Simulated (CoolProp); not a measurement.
Vapour-liquid equilibrium of isobutane (1) + isobutene (2) at 0.0158 MPa; x and y are mole fractions of (1).

Computed with CoolProp (multi-fluid Helmholtz-energy mixture model, Bücker 2006 and Lemmon 2005; pair parameters Bell 2016).

Question: Give the bubble temperature and the first vapour's composition at x = 0.05, 0.35, 0.8. Is there an azeotrope?

Answer: x = 0.05: 226.4 K, y = 0.069; x = 0.35: 224.6 K, y = 0.418; x = 0.8: 222.7 K, y = 0.832. No azeotrope shows between x = 0.05 and 0.95.

Pair parameters are fitted to limited data, so mixtures are less certain than the pure fluids.
